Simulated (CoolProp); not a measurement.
Properties of the fluoroketone C6F12O (FK-5-1-12) along the isotherm 472.8 K (Tc = 441.8 K, pc = 1869 kPa, ω = 0.471).

Values from CoolProp's reference Helmholtz-energy equation of state, McLinden 2015.

```json
[
 {"p (kPa)": "29.6", "phase": "gas", "density (kg/m³)": "2.390", "cp (kJ/(kg K))": "1.037", "cv (kJ/(kg K))": "1.010", "speed of sound (m/s)": "112.5", "fugacity coefficient": "0.9957"},
 {"p (kPa)": "47.7", "phase": "gas", "density (kg/m³)": "3.862", "cp (kJ/(kg K))": "1.037", "cv (kJ/(kg K))": "1.010", "speed of sound (m/s)": "112.2", "fugacity coefficient": "0.9931"},
 {"p (kPa)": "77.1", "phase": "gas", "density (kg/m³)": "6.269", "cp (kJ/(kg K))": "1.038", "cv (kJ/(kg K))": "1.010", "speed of sound (m/s)": "111.8", "fugacity coefficient": "0.9888"},
 {"p (kPa)": "125", "phase": "gas", "density (kg/m³)": "10.24", "cp (kJ/(kg K))": "1.040", "cv (kJ/(kg K))": "1.011", "speed of sound (m/s)": "111.0", "fugacity coefficient": "0.9819"},
 {"p (kPa)": "201", "phase": "gas", "density (kg/m³)": "16.65", "cp (kJ/(kg K))": "1.043", "cv (kJ/(kg K))": "1.012", "speed of sound (m/s)": "109.9", "fugacity coefficient": "0.9710"},
 {"p (kPa)": "325", "phase": "gas", "density (kg/m³)": "27.45", "cp (kJ/(kg K))": "1.048", "cv (kJ/(kg K))": "1.014", "speed of sound (m/s)": "107.9", "fugacity coefficient": "0.9534"},
 {"p (kPa)": "526", "phase": "gas", "density (kg/m³)": "45.92", "cp (kJ/(kg K))": "1.058", "cv (kJ/(kg K))": "1.017", "speed of sound (m/s)": "104.6", "fugacity coefficient": "0.9252"},
 {"p (kPa)": "849", "phase": "gas", "density (kg/m³)": "78.57", "cp (kJ/(kg K))": "1.078", "cv (kJ/(kg K))": "1.023", "speed of sound (m/s)": "98.92", "fugacity coefficient": "0.8808"},
 {"p (kPa)": "1370", "phase": "gas", "density (kg/m³)": "142.0", "cp (kJ/(kg K))": "1.128", "cv (kJ/(kg K))": "1.034", "speed of sound (m/s)": "88.62", "fugacity coefficient": "0.8108"},
 {"p (kPa)": "2220", "phase": "supercritical", "density (kg/m³)": "304.1", "cp (kJ/(kg K))": "1.355", "cv (kJ/(kg K))": "1.061", "speed of sound (m/s)": "68.88", "fugacity coefficient": "0.6992"},
 {"p (kPa)": "3580", "phase": "supercritical", "density (kg/m³)": "778.2", "cp (kJ/(kg K))": "1.575", "cv (kJ/(kg K))": "1.068", "speed of sound (m/s)": "86.49", "fugacity coefficient": "0.5372"},
 {"p (kPa)": "5780", "phase": "supercritical", "density (kg/m³)": "988.0", "cp (kJ/(kg K))": "1.325", "cv (kJ/(kg K))": "1.049", "speed of sound (m/s)": "155.4", "fugacity coefficient": "0.4048"},
 {"p (kPa)": "9350", "phase": "supercritical", "density (kg/m³)": "1111", "cp (kJ/(kg K))": "1.249", "cv (kJ/(kg K))": "1.040", "speed of sound (m/s)": "223.4", "fugacity coefficient": "0.3284"}
]
```
